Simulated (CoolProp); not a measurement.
The numbers come from the reference Helmholtz-energy equation of state, Lemmon 2006 in CoolProp. It is a short technical equation, of lower accuracy than the large ones.

Question: For R141b, give the phase and the Z, cp (kJ/(kg K)), cv (kJ/(kg K)), Joule-Thomson coefficient (K/MPa) at 274 K and 3.08 MPa; 328.3 K and 3.08 MPa; 341.9 K and 3.08 MPa.

Answer: 
- 274 K and 3.08 MPa: liquid; Z 0.123, cp 1.12, cv 0.789, Joule-Thomson coefficient -0.425
- 328.3 K and 3.08 MPa: liquid; Z 0.112, cp 1.19, cv 0.833, Joule-Thomson coefficient -0.312
- 341.9 K and 3.08 MPa: liquid; Z 0.110, cp 1.21, cv 0.845, Joule-Thomson coefficient -0.269
